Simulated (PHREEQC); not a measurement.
A made-up water analysis in mg/kgw, 25 °C, pH 3.09, pe 9.8: Na 431; K 313; Ca 594; Mg 8.76; Cl 307; S(6) as SO4 2300; Mn(2) 0.382.

Na is adjusted to close the charge balance.
Valence states are taken as typed.

Model: ion-association model, phreeqc.dat, run in PHREEQC.

Question: The ionic strength comes out as 0.0711 mol/kgw. What activity coefficients do NaSO4-, SO4-2, Mn+2, Ca+2, Cl- get?

Answer: NaSO4- 0.81, SO4-2 0.42, Mn+2 0.44, Ca+2 0.43, Cl- 0.79.

No solid was allowed to form. Species that the database lacks are ignored.
